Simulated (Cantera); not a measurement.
An adiabatic, constant-volume homogeneous reactor starts with 14.0 % CO, 5.59 % H2, 0.559 % CH4, 16.8 % O2, 63.1 % N2, equivalence ratio 0.65, at 1325 K and 750 Torr.

Detailed kinetics in Cantera: GRI-Mech 3.0 (53 species, 325 reactions).

One state of this run: T (K) = 2722; P (bar) = 1.91; x CO = 0.0365; x H2 = 0.00275; x CH4 = <1e-12; x C2H2 = <1e-12; x CH3 = <1e-12; x C2H6 = <1e-12. x: mole fraction; the columns are a selection and need not sum to one.

Which value of t (s) does it belong to?
(A) 5.33e-5
(B) 2.04e-5
(C) 0.115
(D) 0.000139

C, 0.115
